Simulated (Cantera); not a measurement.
A closed system holds: 1 mol SiCl4, 10 mol N2O, at 827 °C and 7.80 Pa.

Cantera equilibrium calculation (NASA polynomials, part measured and part estimated; ideal gas, pure solids and liquids). Candidate condensed phases: Si, SiO2, Si2N2O, Si3N4; 23 gas species. Kinetics and transport are ignored.

Base state: N2 0.608, O2 0.243, Cl2 0.0952, Cl 0.0529, NO 8.04e-5, ClO 1.12e-5 (mole fractions); condensed: SiO2(β-quartz).

Task: What changes in the equilibrium state with this change: N2O from 10 to 1.6 mol?

Result: 
| species | before | after |
|---|---|---|
| N2 | 0.608 | 0.445 |
| Cl2 | 0.0952 | 0.392 |
| Cl | 0.0529 | 0.107 |
| O2 | 0.243 | 1.56e-9 |
| SiCl4 | <1e-9 | 0.0557 |
| NO | 8.04e-5 | 5.51e-9 |
| ClO | 1.12e-5 | 1.82e-9 |
| SiO2(β-quartz), mol | 1.00 | 0.800 |
